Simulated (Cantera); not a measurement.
Mixture: 4.59 % CH4, 2.98 % H2, 19.4 % O2, 73.0 % N2, equivalence ratio 0.55, at 5.30 bar, adiabatic and at constant volume. Ignition delay is the time to a rise of 400 K.

Detailed kinetics in Cantera: GRI-Mech 3.0 (53 species, 325 reactions).

Predict: delay at 1000 K; delay at 1200 K; delay at 1400 K; delay at 1600 K; apparent activation energy between 1500 and 1700 K.


```
Quantity                                                Result
--------------------------------------------------  ----------
delay at 1000 K                                        18.5 ms
delay at 1200 K                                       0.363 ms
delay at 1400 K                                        71.5 µs
delay at 1600 K                                        22.0 µs
apparent activation energy between 1500 and 1700 K  110 kJ/mol
```
